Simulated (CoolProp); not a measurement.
Nitrous oxide along the isotherm 301.2 K: density (kg/m³) from the reference equation and from simpler models built on Tc = 309.5 K, pc = 7.245 MPa, ω = 0.161; each cubic takes its own stable root.

Model: reference Helmholtz-energy equation of state, Lemmon 2006, in CoolProp. It is a short technical equation, of lower accuracy than the large ones.

| p (MPa) | phase | reference | Redlich-Kwong | Soave-Redlich-Kwong |
|---|---|---|---|---|
| 3.12 | gas | 67.39 | 66.93 | 67.07 |
| 6.25 | liquid | 721.0 | 557.0 | 578.1 |
| 9.38 | liquid | 793.1 | 673.7 | 681.8 |
| 12.5 | liquid | 831.1 | 727.3 | 733.2 |
| 15.6 | liquid | 858.4 | 764.7 | 769.7 |
| 18.8 | liquid | 881.1 | 795.1 | 799.3 |
| 21.9 | liquid | 899.5 | 819.5 | 823.3 |
| 25 | liquid | 915.6 | 840.4 | 843.9 |
| 28.1 | liquid | 930.0 | 858.9 | 862.1 |
| 31.2 | liquid | 942.9 | 875.4 | 878.3 |
| 34.4 | liquid | 955.2 | 890.7 | 893.5 |
| 37.5 | liquid | 966.1 | 904.3 | 906.9 |
| 40.6 | liquid | 976.3 | 916.8 | 919.2 |
| 43.8 | liquid | 986.1 | 928.8 | 931.1 |
| 46.9 | liquid | 995.0 | 939.5 | 941.7 |
| 50 | liquid | 1003 | 949.6 | 951.7 |
